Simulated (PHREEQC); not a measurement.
Solution (20 °C): 4.9 mol NaCl, 0.18 mol Na2SO4 and 0.4 mol MgCl2 per kg of water. Closed to the air; pH follows from the charge balance.

Model: Pitzer model, pitzer.dat, run in PHREEQC.

Each row changes one thing in this solution. Precipitation was switched off in this run.

```json
[
 {"case": "as made", "MgOH+ (mol/kgw)": "9.38e-7", "HSO4- (mol/kgw)": "5.84e-7", "SI of Halite (NaCl)": "-0.08", "SI of Thenardite (Na2SO4)": "-0.80"},
 {"case": "diluted 5-fold with water", "MgOH+ (mol/kgw)": "1.28e-7", "HSO4- (mol/kgw)": "4.20e-8", "SI of Halite (NaCl)": "-1.86", "SI of Thenardite (Na2SO4)": "-2.71"},
 {"case": "temperature from 20 to 70 °C", "MgOH+ (mol/kgw)": "8.80e-6", "HSO4- (mol/kgw)": "7.57e-6", "SI of Halite (NaCl)": "-0.16", "SI of Thenardite (Na2SO4)": "-0.62"},
 {"case": "Na2SO4 from 0.18 to 0.198 mol/kgw", "MgOH+ (mol/kgw)": "9.74e-7", "HSO4- (mol/kgw)": "6.29e-7", "SI of Halite (NaCl)": "-0.07", "SI of Thenardite (Na2SO4)": "-0.75"},
 {"case": "temperature from 20 to 45 °C", "MgOH+ (mol/kgw)": "3.12e-6", "HSO4- (mol/kgw)": "2.41e-6", "SI of Halite (NaCl)": "-0.12", "SI of Thenardite (Na2SO4)": "-0.65"},
 {"case": "temperature from 20 to 50 °C", "MgOH+ (mol/kgw)": "3.89e-6", "HSO4- (mol/kgw)": "3.08e-6", "SI of Halite (NaCl)": "-0.12", "SI of Thenardite (Na2SO4)": "-0.64"}
]
```

Complexes and solids missing from the database can't appear. Away from 25 °C the constants follow the database's enthalpies or fits; those with neither stay at their 25 °C values.
